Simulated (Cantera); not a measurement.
Reactions in the system Cl-H-O-Sr

Standard-state values (1 bar) from the NASA 1993 polynomials, evaluated with Cantera. Values are per mole of reaction as written; species without (g) are pure solids or liquids, kept so even where they would boil at 1 bar.

3 H₂(g) + O₃(g) + 3 SrCl₂ = 6 HCl(g) + 3 SrO

```json
[
 {"T (K)": "673", "ΔH° (kJ)": "-4.3", "ΔS° (J/K)": "271.9", "ΔG° (kJ)": "-187.3", "log10 K": "14.54", "condensed phases": "SrCl₂(s), SrO(s)"},
 {"T (K)": "873", "ΔH° (kJ)": "-17.8", "ΔS° (J/K)": "254.4", "ΔG° (kJ)": "-239.9", "log10 K": "14.35", "condensed phases": "SrCl₂(s), SrO(s)"},
 {"T (K)": "1073", "ΔH° (kJ)": "-58.8", "ΔS° (J/K)": "213.1", "ΔG° (kJ)": "-287.4", "log10 K": "13.99", "condensed phases": "SrCl₂(s), SrO(s)"},
 {"T (K)": "1273", "ΔH° (kJ)": "-130.5", "ΔS° (J/K)": "150.7", "ΔG° (kJ)": "-322.4", "log10 K": "13.23", "condensed phases": "SrCl₂(l), SrO(s)"},
 {"T (K)": "1473", "ΔH° (kJ)": "-148.3", "ΔS° (J/K)": "137.8", "ΔG° (kJ)": "-351.2", "log10 K": "12.45", "condensed phases": "SrCl₂(l), SrO(s)"},
 {"T (K)": "1673", "ΔH° (kJ)": "-165.2", "ΔS° (J/K)": "127.0", "ΔG° (kJ)": "-377.6", "log10 K": "11.79", "condensed phases": "SrCl₂(l), SrO(s)"},
 {"T (K)": "1873", "ΔH° (kJ)": "-181.8", "ΔS° (J/K)": "117.6", "ΔG° (kJ)": "-402.1", "log10 K": "11.21", "condensed phases": "SrCl₂(l), SrO(s)"},
 {"T (K)": "2073", "ΔH° (kJ)": "-198.2", "ΔS° (J/K)": "109.3", "ΔG° (kJ)": "-424.8", "log10 K": "10.70", "condensed phases": "SrCl₂(l), SrO(s)"},
 {"T (K)": "2273", "ΔH° (kJ)": "-214.5", "ΔS° (J/K)": "101.8", "ΔG° (kJ)": "-445.9", "log10 K": "10.25", "condensed phases": "SrCl₂(l), SrO(s)"},
 {"T (K)": "2473", "ΔH° (kJ)": "-230.9", "ΔS° (J/K)": "94.9", "ΔG° (kJ)": "-465.5", "log10 K": "9.83", "condensed phases": "SrCl₂(l), SrO(s)"},
 {"T (K)": "2673", "ΔH° (kJ)": "-247.3", "ΔS° (J/K)": "88.5", "ΔG° (kJ)": "-483.9", "log10 K": "9.46", "condensed phases": "SrCl₂(l), SrO(s)"}
]
```
